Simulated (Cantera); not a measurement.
An isothermal, constant-pressure homogeneous reactor starts with NO : N2 = 1 : 1.7 (molar parts), at 1950 K and 10.00 Torr. Integrator tolerance rtol = 1e-08.

Detailed kinetics in Cantera: GRI-Mech 3.0 (53 species, 325 reactions). Radical loss at walls, strong at low pressure, is not modelled.

```csv
quantity,before,after
x(NO) at 20.0 s,0.196 (gas-phase equilibrium 0.00629),0.319 (gas-phase equilibrium 0.00466)
x(NO2) at 20.0 s,2.67e-5 (gas-phase equilibrium 1.27e-6),2.79e-5 (gas-phase equilibrium 1.13e-6)
x(O) at 20.0 s,0.00121 (gas-phase equilibrium 0.00167),0.000317 (gas-phase equilibrium 0.000718)
x(N2O) at 20.0 s,1.05e-5 (gas-phase equilibrium 4.16e-8),3.29e-5 (gas-phase equilibrium 3.12e-8)
x(N2) at 20.0 s,0.716 (gas-phase equilibrium 0.811),0.655 (gas-phase equilibrium 0.812)
x(O2) at 20.0 s,0.0865 (gas-phase equilibrium 0.181),0.0256 (gas-phase equilibrium 0.182)
```

Q: Name the change that produced these shifts.
(A) pressure from 10.00 Torr to 20.0 Torr
(B) temperature 1950 to 2150 K
(C) temperature 1950 to 1523 K
(D) temperature 1950 to 1850 K

A: D, temperature 1950 to 1850 K
